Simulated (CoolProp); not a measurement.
Vapour-liquid equilibrium of acetone (1) + n-nonane (2) at 595 kPa; x and y are mole fractions of (1).

Values from CoolProp's multi-fluid Helmholtz-energy mixture model, Lemmon 2006 and Lemmon 2006; pair parameters Bell 2016.

```csv
x,"bubble temperature, mixture model (K)","bubble temperature, Raoult's law (K)","y, mixture model","y, Raoult's law"
0.05,484.3,489.5,0.315,0.299
0.2,440.4,456.2,0.743,0.702
0.35,421.1,435.5,0.854,0.851
0.5,411.6,421.1,0.898,0.921
0.65,405.3,410.2,0.927,0.959
0.8,399.8,401.6,0.954,0.982
0.95,394.3,394.5,0.987,0.996
```

The largest gap from Raoult's law is -15.8 K in bubble temperature, at x = 0.2. No azeotrope shows between x = 0.05 and 0.95.

The pair parameters rest on a limited set of measurements; away from them the model extrapolates.
